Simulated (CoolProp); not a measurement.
The numbers come from the reference Helmholtz-energy equation of state, Tillner-Roth 1997 in CoolProp.

Question: For CH2F2 (R32), give the phase and the density (kg/m³), cv (kJ/(kg K)), Joule-Thomson coefficient (K/MPa), expansivity (1/kK) at 106.15 °C and 8.59 MPa.

Answer: 
- 106.15 °C and 8.59 MPa: supercritical; density 343, cv 1.14, Joule-Thomson coefficient 6.93, expansivity 31.0
